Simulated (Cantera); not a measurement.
A closed system holds: 1 mol C, 0.28 mol NH₃, 0.65 mol H₂, 0.024 mol O₂, held at 18.0 mbar.

Cantera equilibrium calculation (NASA polynomials, part measured and part estimated; ideal gas, pure solids and liquids). Candidate condensed phases: C, C₆H₆, C₇H₈, C₈H₁₈, H₂O; 169 gas species. Ions and electrons are included (thermal ionisation). Equilibrium is a limit: real reactors are often held back by kinetics, nucleation or transport.

Which condensed phases are stable at each of these points (T (K)): 2000, 2500, 3000, 3500, 4000, 4500, 5000?


```tsv
T (K)	condensed phases	C condensed (%)
2000	C(graphite)	94.4
2500	C(graphite)	90.3
3000	C(graphite)	69.2
3500	gas only	0.0
4000	gas only	0.0
4500	gas only	0.0
5000	gas only	0.0
```

From 2000 K to 3000 K the condensed part is C(graphite). From 3500 K to 5000 K nothing is condensed.
